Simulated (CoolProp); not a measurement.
Vapour-liquid equilibrium of dimethyl ether (1) + R236EA (2) at 275.3 K; x and y are mole fractions of (1).

Values from CoolProp's multi-fluid Helmholtz-energy mixture model, Wu 2011 and Rui 2013; pair parameters Bell 2016.

```tsv
x	bubble pressure, mixture model (MPa)	bubble pressure, Raoult's law (MPa)	y, mixture model	y, Raoult's law
0.05	0.08685	0.09584	0.062	0.150
0.15	0.09004	0.1160	0.198	0.372
0.25	0.09550	0.1362	0.350	0.528
0.35	0.1046	0.1563	0.512	0.643
0.45	0.1189	0.1765	0.665	0.733
0.55	0.1397	0.1966	0.792	0.804
0.65	0.1672	0.2168	0.885	0.862
0.75	0.2006	0.2369	0.944	0.910
0.85	0.2369	0.2571	0.978	0.950
0.95	0.2719	0.2773	0.995	0.985
```

The largest gap from Raoult's law is -33.1 % in bubble pressure, at x = 0.35. No azeotrope shows between x = 0.05 and 0.95.

Pair parameters are fitted to limited data, so mixtures are less certain than the pure fluids.
